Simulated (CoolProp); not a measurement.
Properties of R227EA along the isobar 9.61 MPa.

The numbers come from the reference Helmholtz-energy equation of state, Lemmon 2016 in CoolProp.

```csv
T (K),phase,cp (kJ/(kg K)),cv (kJ/(kg K)),conductivity (mW/(m K)),fugacity coefficient
156.2,liquid,0.9266,0.6695,92.3,6.894e-6
180,liquid,0.9545,0.6838,89.0,0.0001149
203.8,liquid,0.9834,0.7028,84.9,0.0008827
227.6,liquid,1.014,0.7270,80.3,0.004052
251.5,liquid,1.048,0.7565,75.3,0.01307
275.3,liquid,1.087,0.7899,70.1,0.03242
299.1,liquid,1.130,0.8251,64.8,0.06646
322.9,liquid,1.178,0.8606,59.5,0.1178
346.7,liquid,1.232,0.8953,54.6,0.1863
370.6,liquid,1.293,0.9291,50.1,0.2694
394.4,supercritical,1.362,0.9613,46.3,0.3609
```

Thermal conductivity comes from a separate model (Huber 2003), an estimate that may be off by 10 % or more.
